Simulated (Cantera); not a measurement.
A closed system holds: 1 mol BF₃, 1.8 mol O₂, 1.1 mol N₂, held at 1575 °C and 100000 Pa.

These are equilibrium values from Cantera (NASA tables, ideal gas, pure condensed phases), not measurements of a reactor. Candidate condensed phases: B, BN, B₂O₃; 31 gas species. Kinetics and transport are ignored.

Base state: O₂ 0.459, N₂ 0.280, BF₃ 0.256, NO 0.00429, F 0.000598, BOF 0.000271, O 0.000128, BOF₂ 5.67e-5 (mole fractions); condensed: gas only.

**Question.** What changes in the equilibrium state with this change: BF₃ replaced by borazine?

**Answer.** 
```
species         before    after
------------  --------  -------
H₂                   0    0.541
N₂               0.280    0.425
HBO₂                 0   0.0150
O₂               0.459    <1e-9
BF₃              0.256        0
HBO                  0  0.00923
B₂O₃             <1e-9  0.00656
H₂O                  0  0.00275
NO             0.00429  3.31e-9
F             0.000598        0
BN(s), mol           0    0.618
B₂O₃(l), mol         0     1.09
```
The feed counts by its element totals alone. Mutual solubility and eutectic melting of coexisting phases are not modelled. Further candidate phases: B₃O₃H₃, H₂O.
